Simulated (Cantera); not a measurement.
Feed: 1 mol Ta2O5, 4.8 mol C, 0.23 mol CO, at 1875 K and 87000 Pa.

Method: chemical equilibrium by Gibbs-energy minimisation in Cantera with the NASA 1993 tables (ideal gas, pure condensed phases). Candidate condensed phases: C, Ta, TaC, Ta2O5; 15 gas species. Mutual solubility and eutectic melting of coexisting phases are not modelled. TaC: taken at fixed stoichiometry. Condensed phases not in the tables: Ta2C. Rates play no part.

Base state: CO 0.998, CO2 0.00195 (mole fractions); condensed: TaC(s) + Ta2O5(s).

Task: What changes in the equilibrium state with this change: temperature from 1875 K to 850 K?

Result: 
```json
[
 {"species": "CO2", "before": "0.00195", "after": "0.794"},
 {"species": "CO", "before": "0.998", "after": "0.206"},
 {"species": "TaC(s), mol", "before": "1.37", "after": "0"},
 {"species": "Ta2O5(s), mol", "before": "0.313", "after": "1.00"},
 {"species": "C(graphite), mol", "before": "0", "after": "4.90"}
]
```
